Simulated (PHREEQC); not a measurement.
# Sulfide liquor: speciation

Consider water at 20 °C with 28 mmol/kgw NH4HS and 32 mmol/kgw NaCl. Closed to the air; pH follows from the charge balance.

Equilibrium calculation in PHREEQC: ion-association model, wateq4f.dat.

No solid was allowed to form.

Predict the pH, ionic strength.

pH 8.20; ionic strength 0.0586 mol/kgw.

In which forms is S present?

HS- 95 %, H2S 4.9 % of the S.

Species that the database lacks are ignored. The polysulfide entries of wateq4f.dat were taken out for this run.
